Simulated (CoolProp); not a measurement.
Values from CoolProp's reference Helmholtz-energy equation of state, Thol 2016.

Task: For hexamethyldisiloxane (MM), give the phase and the speed of sound (m/s), Joule-Thomson coefficient (K/MPa), isothermal compressibility (1/MPa), fugacity coefficient at 556.4 K and 1.06 MPa; 620 K and 1.06 MPa.

Result: 
- 556.4 K and 1.06 MPa: gas; speed of sound 144, Joule-Thomson coefficient 8.91, isothermal compressibility 1.15, fugacity coefficient 0.852
- 620 K and 1.06 MPa: gas; speed of sound 163, Joule-Thomson coefficient 5.89, isothermal compressibility 1.05, fugacity coefficient 0.902
